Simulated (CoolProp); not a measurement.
Values from CoolProp's reference Helmholtz-energy equation of state, Tillner-Roth 1997.

Give the vapour pressure (bar), liquid cp (kJ/(kg K)), surface tension (mN/m), liquid conductivity (mW/(m K)) of saturated CH2F2 (R32) at 246.1, 266.6 K.


```csv
T (K),p (bar),liquid cp (kJ/(kg K)),surface tension (mN/m),liquid conductivity (mW/(m K))
246.1,3.08,1.64,15.9,176
266.6,6.56,1.71,12.1,160
```

Thermal conductivity comes from a separate model (Huber 2003), an estimate that may be off by 10 % or more. Surface tension comes from a separate correlation (Mulero 2012).
